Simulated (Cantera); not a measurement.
**Ammonia decomposition in nitride growth gas**

A perfectly stirred reactor is fed with NH3 : N2 : H2 = 1 : 7.7 : 0.072 (molar parts), at 1.00 bar; it is held at 2125 K, and followed from long to short residence time.

Model: the gas-phase N/H chemistry of the illustrative SiF4/NH3 mechanism in the Surface Chemkin manual (1991), integrated in Cantera. Walls and surfaces, which speed up NH3 decomposition in real reactors, are not modelled.

| τ (s) | x NH3 | x N2 | x NH2 | x H2 | x H | x NH |
|---|---|---|---|---|---|---|
| 8.6 | 0.000252 | 0.839 | 6.49e-6 | 0.160 | 0.00136 | 1.52e-6 |
| 2.7 | 0.000570 | 0.839 | 1.28e-5 | 0.159 | 0.00118 | 2.62e-6 |
| 0.84 | 0.00165 | 0.839 | 2.81e-5 | 0.158 | 0.000888 | 4.30e-6 |
| 0.26 | 0.00519 | 0.841 | 6.27e-5 | 0.153 | 0.000613 | 6.73e-6 |
| 0.083 | 0.0146 | 0.844 | 0.000129 | 0.141 | 0.000414 | 9.94e-6 |
| 0.026 | 0.0356 | 0.851 | 0.000244 | 0.113 | 0.000257 | 1.36e-5 |
| 0.0081 | 0.0669 | 0.862 | 0.000391 | 0.0709 | 0.000139 | 1.62e-5 |
x: mole fraction; the columns are a selection and need not sum to one.
